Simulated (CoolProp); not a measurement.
A Linde-Hampson liquefier for oxygen: isothermal reversible compression at 300 K from 1 atm to 20 MPa, throttling to 1 atm, return gas leaving the recuperator 10 K below the feed. Each further row changes one setting.

Computed with CoolProp (reference Helmholtz-energy equation of state, Schmidt 1985).

| case | liquid yield per pass | compression work (kJ/kg of gas) |
|---|---|---|
| as stated | 0.084 | 405 |
| high pressure 40 MPa | … | 458 |
| warm-end temperature 330 K | 0.060 | … |
| warm-end gap 15 K | … | 405 |

Some entries are withheld; supply them.


- high pressure 40 MPa, liquid yield per pass: 0.136
- warm-end temperature 330 K, compression work (kJ/kg of gas): 449
- warm-end gap 15 K, liquid yield per pass: 0.074

Above 300 K oxygen's equation is extrapolated.
